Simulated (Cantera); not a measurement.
**Ignition delay**

Mixture: 3.53 % CH4, 0.601 % CO, 13.9 % O2, 64.0 % N2, 18.0 % CO2, equivalence ratio 0.53, at 1.10 bar, adiabatic and at constant pressure. Ignition delay is the time to a rise of 400 K.

Cantera simulation using GRI-Mech 3.0 (53 species, 325 reactions); the numbers are that mechanism's predictions, not measurements.

| T0 (K) | delay (ms) |
|---|---|
| 1275 | 17.9 |
| 1350 | 6.90 |
| 1425 | 2.92 |
| 1500 | 1.38 |
| 1575 | 0.739 |

- apparent activation energy between 1425 and 1575 K: 170 kJ/mol
